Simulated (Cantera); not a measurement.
Thermodynamics of iron carbonyl, mercury and lead vapours, feed PbO + CO + H₂

Feed: 1 mol PbO, 2.1 mol CO, a varied amount of H₂, at 1173 K and 75.0 Pa.

Equilibrium computed with Cantera from the NASA thermochemical tables; the gas is ideal and each condensed phase is pure. Candidate condensed phases: C, C₆H₆, C₇H₈, C₈H₁₈, H₂O, Pb, PbO, PbO₂, Pb₃O₄; 113 gas species. The numbers say what is thermodynamically allowed, not how fast it happens.

```
n(H₂) (mol)   x H₂    x CO    x Pb   x H₂O     x CO₂      x H    x Pb₂    x PbO
-----------  -----  ------  ------  ------  --------  -------  -------  -------
3            0.388   0.284   0.164   0.104    0.0599  2.68e-6  1.34e-6  1.07e-6
3.9          0.458   0.256   0.143  0.0992    0.0436  2.91e-6  1.02e-6  7.52e-7
5            0.525   0.228   0.123  0.0921    0.0314  3.12e-6  7.62e-7  5.26e-7
6.4          0.590   0.199   0.105  0.0832    0.0220  3.31e-6  5.54e-7  3.61e-7
8.3          0.655   0.169  0.0877  0.0729    0.0148  3.48e-6  3.85e-7  2.37e-7
11           0.719   0.140  0.0709  0.0615   0.00939  3.65e-6  2.51e-7  1.48e-7
14           0.766   0.117  0.0585  0.0522   0.00624  3.77e-6  1.71e-7  9.69e-8
18           0.810  0.0955  0.0474  0.0434   0.00402  3.87e-6  1.12e-7  6.17e-8
23           0.845  0.0779  0.0383  0.0357   0.00259  3.96e-6  7.34e-8  3.94e-8
29           0.874  0.0637  0.0312  0.0295   0.00169  4.02e-6  4.85e-8  2.55e-8
37           0.899  0.0513  0.0249  0.0239   0.00107  4.08e-6  3.11e-8  1.61e-8
48           0.920  0.0404  0.0196  0.0189  0.000653  4.13e-6  1.91e-8  9.78e-9
```
x: gas mole fraction; nothing condenses.

From 3 mol H₂ to 48 mol H₂ nothing is condensed. The main Pb-bearing gas is Pb throughout.
